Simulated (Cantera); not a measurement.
## Boron, boron nitride and boron oxide: B2H6 + O2

Feed: 1 mol B2H6, 0.62 mol O2, held at 6.68 Torr.

These are equilibrium values from Cantera (NASA tables, ideal gas, pure condensed phases), not measurements of a reactor. Candidate condensed phases: B, B2O3, B3O3H3, H2O; 23 gas species. The feed counts by its element totals alone. Mutual solubility and eutectic melting of coexisting phases are not modelled. The tables' values for BH2 are old estimates; treat these amounts as uncertain. The numbers say what is thermodynamically allowed, not how fast it happens.

```json
[
 {"T (K)": "1223", "log p H2": "-2.05", "log p BO": "-8.96", "log p H": "-7.55", "log p HBO": "-5.09", "log p B2O2": "-6.84", "log p B2O3": "-7.72", "n B(s)": "1.17", "n B2O3(l)": "0.410", "n B(l)": "0"},
 {"T (K)": "1423", "log p H2": "-2.06", "log p BO": "-6.54", "log p H": "-6.21", "log p HBO": "-3.86", "log p B2O2": "-4.69", "log p B2O3": "-5.39", "n B(s)": "1.15", "n B2O3(l)": "0.389", "n B(l)": "0"},
 {"T (K)": "1623", "log p H2": "-2.16", "log p BO": "-4.75", "log p H": "-5.24", "log p HBO": "-3.02", "log p B2O2": "-3.13", "log p B2O3": "-3.73", "n B(s)": "0.847", "n B2O3(l)": "0", "n B(l)": "0"},
 {"T (K)": "1823", "log p H2": "-2.17", "log p BO": "-3.96", "log p H": "-4.45", "log p HBO": "-2.92", "log p B2O2": "-3.12", "log p B2O3": "-4.22", "n B(s)": "0.789", "n B2O3(l)": "0", "n B(l)": "0"},
 {"T (K)": "2023", "log p H2": "-2.19", "log p BO": "-3.38", "log p H": "-3.82", "log p HBO": "-2.91", "log p B2O2": "-3.21", "log p B2O3": "-4.77", "n B(s)": "0.765", "n B2O3(l)": "0", "n B(l)": "0"},
 {"T (K)": "2223", "log p H2": "-2.22", "log p BO": "-2.99", "log p H": "-3.31", "log p HBO": "-2.99", "log p B2O2": "-3.45", "log p B2O3": "-5.47", "n B(s)": "0.746", "n B2O3(l)": "0", "n B(l)": "0"},
 {"T (K)": "2423", "log p H2": "-2.29", "log p BO": "-2.80", "log p H": "-2.89", "log p HBO": "-3.20", "log p B2O2": "-3.90", "log p B2O3": "-6.40", "n B(s)": "0", "n B2O3(l)": "0", "n B(l)": "0.706"}
]
```
log p: log10 of the partial pressure in bar; n: condensed amount in mol.

From 1223 K to 1423 K the condensed part is B(s) + B2O3(l). From 1623 K to 2223 K the condensed part is B(s). At 2423 K the condensed part is B(l). The main B-bearing gas is B3O3H3 at 1223 K and BO at 2423 K. The share of B in condensed phases is highest at 1223 K (99.6 %) and lowest at 2423 K (35.3 %).
